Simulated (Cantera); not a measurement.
A closed system holds: 1 mol CH₃F, 0.034 mol HCl, equilibrated at 800 K and 1000 Pa.

Method: chemical equilibrium by Gibbs-energy minimisation in Cantera with the NASA 1993 tables (ideal gas, pure condensed phases). Equilibrium is a limit: real reactors are often held back by kinetics, nucleation or transport.

| species | before | after |
|---|---|---|
| HF | 0.493 | 0.495 |
| H₂ | 0.487 | 0.482 |
| HCl | 0.0168 | 0.0168 |
| CH₄ | 0.00319 | 0.00625 |
| C(graphite), mol | 0.994 | 0.987 |
Gas species are given as mole fractions.

Problem. Name the change that produced these shifts.
A) HCl from 0.034 to 0.83 mol
B) pressure from 1000 Pa to 2000 Pa
C) temperature from 800 K to 2025 K
D) CH₃F replaced by c-C₄F₈

Solution. B, pressure from 1000 Pa to 2000 Pa
